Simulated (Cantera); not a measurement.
Charge: 1 mol SiCl4, 4.2 mol HCl, 0.24 mol H2, 1.9 mol Cl2, held at 1373.15 K and 100 Torr.

Method: chemical equilibrium by Gibbs-energy minimisation in Cantera with the NASA 1993 tables (ideal gas, pure condensed phases). Candidate condensed phases: Si; 19 gas species. Rates play no part.

Base state: HCl 0.628, Cl2 0.209, SiCl4 0.134, Cl 0.0288 (mole fractions); condensed: gas only.

What changes in the equilibrium state with this change: temperature from 1373.15 K to 1550 K?


```json
[
 {"species": "HCl", "before": "0.628", "after": "0.608"},
 {"species": "Cl2", "before": "0.209", "after": "0.170"},
 {"species": "SiCl4", "before": "0.134", "after": "0.130"},
 {"species": "Cl", "before": "0.0288", "after": "0.0914"},
 {"species": "SiCl3", "before": "3.43e-6", "after": "5.27e-5"}
]
```
The tables' values for SiCl3 are old estimates; treat these amounts as uncertain.

What changes in the equilibrium state with this change: temperature from 1373.15 K to 523.15 K?


```
species  before  after
-------  ------  -----
HCl       0.628  0.638
Cl2       0.209  0.226
SiCl4     0.134  0.136
Cl       0.0288  <1e-9
```
